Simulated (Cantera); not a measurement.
What does this Cantera script print?

```python
import numpy as np
import cantera as ct

gas_names = """
    H HO2 H2 H2O H2O2 H2S H2SO4 Mg MgH MgO MgOH MgO2H2 MgS Mg2 O OH O2 O3 S SH SO SO2 SO3 S2 S2O S8
""".split()
cond_names = """
    H2O(s) H2O(L) H2SO4(L) Mg(cr) Mg(L) MgO(s) MgO(L) MgO2H2(s) MgS(s) MgSO4(s) MgSO4(L) S(cr1) S(cr2)
    S(L)
""".split()


# ... load() reads the species with a 1 bar reference pressure and builds the phases ...
atoms = {
    'MgO': {'Mg': 1, 'O': 1},
    'H2S': {'H': 2, 'S': 1},
    'H2O': {'H': 2, 'O': 1},
}
top_T = {'MgS(s)': 2250}  # K; cautious upper limits of use, not melting points


# ... equilibrate(T, P, feed) seeds the gas with the atoms and calls Mixture.equilibrate('TP', solver="vcs", rtol=1e-11, max_steps=5000) ...
results = []
feed = {'MgO': 1, 'H2S': 0.061, 'H2O': 0.44}  # mol
T = 1825  # K
P = 13332.2  # Pa
mix = equilibrate(T, P, feed)
results.append((T, P, feed, dict(zip(mix.species_names, mix.species_moles))))
print(gas.report(threshold=1e-06))
for i in range(1, mix.n_phases):
    print(f"{mix.phase(i).name:16s} {mix.phase_moles(i):12.5e} mol")
```

It prints:

```
       temperature   1825 K
          pressure   13332 Pa
           density   0.016098 kg/m^3
  mean mol. weight   18.321 kg/kmol
   phase of matter   gas

                          1 kg             1 kmol
                     ---------------   ---------------
          enthalpy       -6.4857e+06       -1.1883e+08  J
   internal energy        -7.314e+06         -1.34e+08  J
           entropy             14941        2.7373e+05  J/K
    Gibbs function       -3.3753e+07       -6.1839e+08  J
 heat capacity c_p            2553.9             46791  J/K
 heat capacity c_v            2100.1             38476  J/K

                      mass frac. Y      mole frac. X     chem. pot. / RT
                     ---------------   ---------------   ---------------
                 H        3.1045e-05        0.00056428           -11.363
                H2          0.024084           0.21888           -22.727
               H2O           0.67482           0.68629           -45.405
               H2S          0.019435          0.010449           -37.339
                Mg        3.0834e-06        2.3243e-06            -25.61
              MgOH        2.5556e-06        1.1334e-06           -59.651
            MgO2H2        1.8404e-05        5.7817e-06           -93.692
                OH        0.00011481        0.00012368           -34.041
                 S        0.00057045          0.000326           -14.612
                SH         0.0051763         0.0028679           -25.976
                SO          0.018057         0.0068837            -37.29
               SO2           0.19593          0.056038           -59.968
                S2          0.060357          0.017246           -29.225
               S2O         0.0014041        0.00032109           -51.902
     [  +12 minor]        2.0041e-06        9.2915e-07

Mg(L)             0.00000e+00 mol
MgO(s)            9.99995e-01 mol
MgS(s)            0.00000e+00 mol
MgSO4(L)          0.00000e+00 mol
S(L)              0.00000e+00 mol
```

Cantera equilibrium calculation (NASA polynomials, part measured and part estimated; ideal gas, pure solids and liquids).
